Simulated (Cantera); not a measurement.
An adiabatic, constant-volume homogeneous reactor starts with CH₄ : O₂ : N₂ = 1 : 1 : 3.76 (molar parts), at 1473 K and 1.18 atm. Integrator tolerance rtol = 1e-08.

Computed with Cantera and GRI-Mech 3.0 (53 species, 325 reactions).

Q: What does this change do: constant pressure in place of constant volume?

A: 
| quantity | before | after |
|---|---|---|
| time of steepest temperature rise | 1.74 ms | 1.89 ms |
| temperature at 0.700 s | 2741 K | 2488 K |
| equilibrium temperature | 2741 K | 2488 K |
| x(CH₄) at 0.700 s | 3.64e-11 (gas-phase equilibrium 4.10e-11) | 2.03e-11 (gas-phase equilibrium 2.28e-11) |
| x(O₂) at 0.700 s | 7.43e-5 (gas-phase equilibrium 7.43e-5) | 1.70e-5 (gas-phase equilibrium 1.70e-5) |
| x(HCO) at 0.700 s | 5.75e-7 (gas-phase equilibrium 5.75e-7) | 1.98e-7 (gas-phase equilibrium 1.98e-7) |
| x(N₂O) at 0.700 s | 4.05e-8 (gas-phase equilibrium 4.05e-8) | 8.68e-9 (gas-phase equilibrium 8.68e-9) |
| x(CO₂) at 0.700 s | 0.0155 (gas-phase equilibrium 0.0155) | 0.0169 (gas-phase equilibrium 0.0169) |
| x(H₂O) at 0.700 s | 0.126 (gas-phase equilibrium 0.126) | 0.129 (gas-phase equilibrium 0.129) |
| x(CH₃) at 0.700 s | 6.36e-11 (gas-phase equilibrium 7.15e-11) | 1.99e-11 (gas-phase equilibrium 2.24e-11) |

Q: What does this change do: N2 3.76 to 4.9 parts?

A: 
```json
[
 {"quantity": "time of steepest temperature rise", "before": "1.74 ms", "after": "2.18 ms"},
 {"quantity": "temperature at 0.700 s", "before": "2741 K", "after": "2620 K"},
 {"quantity": "equilibrium temperature", "before": "2741 K", "after": "2620 K"},
 {"quantity": "x(CH₄) at 0.700 s", "before": "3.64e-11 (gas-phase equilibrium 4.10e-11)", "after": "3.12e-11 (gas-phase equilibrium 3.51e-11)"},
 {"quantity": "x(O₂) at 0.700 s", "before": "7.43e-5 (gas-phase equilibrium 7.43e-5)", "after": "2.87e-5 (gas-phase equilibrium 2.87e-5)"},
 {"quantity": "x(HCO) at 0.700 s", "before": "5.75e-7 (gas-phase equilibrium 5.75e-7)", "after": "3.25e-7 (gas-phase equilibrium 3.25e-7)"},
 {"quantity": "x(N₂O) at 0.700 s", "before": "4.05e-8 (gas-phase equilibrium 4.05e-8)", "after": "2.25e-8 (gas-phase equilibrium 2.25e-8)"},
 {"quantity": "x(CO₂) at 0.700 s", "before": "0.0155 (gas-phase equilibrium 0.0155)", "after": "0.0138 (gas-phase equilibrium 0.0138)"},
 {"quantity": "x(H₂O) at 0.700 s", "before": "0.126 (gas-phase equilibrium 0.126)", "after": "0.110 (gas-phase equilibrium 0.110)"},
 {"quantity": "x(CH₃) at 0.700 s", "before": "6.36e-11 (gas-phase equilibrium 7.15e-11)", "after": "3.93e-11 (gas-phase equilibrium 4.41e-11)"}
]
```
